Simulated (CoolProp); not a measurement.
Vapour-liquid equilibrium of R1234yf (1) + isobutane (2) at 50.95 °C; x and y are mole fractions of (1).

Values from CoolProp's multi-fluid Helmholtz-energy mixture model, Lemmon 2022 and Bücker 2006; pair parameters Bell 2016.

| x | bubble pressure, mixture model (MPa) | bubble pressure, Raoult's law (MPa) | y, mixture model | y, Raoult's law |
|---|---|---|---|---|
| 0.05 | 0.7998 | 0.7326 | 0.144 | 0.091 |
| 0.125 | 0.9185 | 0.7799 | 0.284 | 0.214 |
| 0.2 | 1.011 | 0.8272 | 0.379 | 0.322 |
| 0.275 | 1.084 | 0.8746 | 0.450 | 0.419 |
| 0.35 | 1.143 | 0.9219 | 0.508 | 0.506 |
| 0.425 | 1.192 | 0.9692 | 0.560 | 0.584 |
| 0.5 | 1.233 | 1.017 | 0.609 | 0.655 |
| 0.575 | 1.268 | 1.064 | 0.657 | 0.720 |
| 0.65 | 1.297 | 1.111 | 0.706 | 0.779 |
| 0.725 | 1.319 | 1.159 | 0.758 | 0.834 |
| 0.8 | 1.334 | 1.206 | 0.815 | 0.884 |
| 0.875 | 1.341 | 1.253 | 0.877 | 0.930 |
| 0.95 | 1.339 | 1.301 | 0.948 | 0.973 |

The largest gap from Raoult's law is +24.0 % in bubble pressure, at x = 0.35. y crosses x between x = 0.875 and 0.95: the model has an azeotrope there.

The pair parameters rest on a limited set of measurements; away from them the model extrapolates.
